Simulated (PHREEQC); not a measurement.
Consider water at 5.3 °C with 0.07 mol HF, 0.00035 mol NH4HF2, 0.052 mol H2SiF6 and 0.11 mol H2SO4 per kg of water. Closed to the air; pH follows from the charge balance.

Model: ion-association model, phreeqc.dat, run in PHREEQC.

No solid was allowed to form.

Question: Estimate the pH.

Answer: pH 0.73.

Question: In which forms is F present?

Answer: SiF6-2 82 %, HF 18 % of the F.

At this temperature some constants are extrapolated from 25 °C, and those without enthalpy data are left unchanged. SiF6-2 is the database's only silicon fluoride.
